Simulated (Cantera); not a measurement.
Reactions in the system C-Na-S

Standard-state values (1 bar) from the NASA 1993 polynomials, evaluated with Cantera. Values are per mole of reaction as written; species without (g) are pure solids or liquids, kept so even where they would boil at 1 bar.

4 Na + CS₂(g) → 2 Na₂S + C

```tsv
T (K)	ΔH° (kJ)	ΔS° (J/K)	ΔG° (kJ)	log10 K	condensed phases
300	-849.1	-244.9	-775.7	135.05	Na(s), Na₂S(s), C(graphite)
673	-855.1	-263.8	-677.5	52.58	Na(l), Na₂S(s), C(graphite)
773	-852.7	-260.6	-651.3	44.01	Na(l), Na₂S(s), C(graphite)
873	-850.0	-257.3	-625.4	37.42	Na(l), Na₂S(s), C(graphite)
973	-846.9	-253.9	-599.8	32.20	Na(l), Na₂S(s), C(graphite)
1073	-843.2	-250.3	-574.6	27.97	Na(l), Na₂S(s), C(graphite)
1173	-834.5	-242.6	-549.9	24.49	Na(l), Na₂S(s), C(graphite)
1273	-815.1	-226.8	-526.3	21.60	Na(l), Na₂S(s), C(graphite)
1373	-799.0	-214.6	-504.4	19.19	Na(l), Na₂S(s), C(graphite)
```
